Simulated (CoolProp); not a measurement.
Vapour-liquid equilibrium of carbon dioxide (1) + R22 (2) at -7.75 °C; x and y are mole fractions of (1).

Computed with CoolProp (multi-fluid Helmholtz-energy mixture model, Span 1996 and Kamei 1995; pair parameters Bell 2016).

Problem. Give the bubble pressure and the first vapour's composition at x = 0.2, 0.35, 0.725. Is there an azeotrope?

Solution. x = 0.2: 0.7593 MPa, y = 0.564; x = 0.35: 1.090 MPa, y = 0.739; x = 0.725: 2.027 MPa, y = 0.929. No azeotrope shows between x = 0.05 and 0.95.

Pair parameters are fitted to limited data, so mixtures are less certain than the pure fluids.
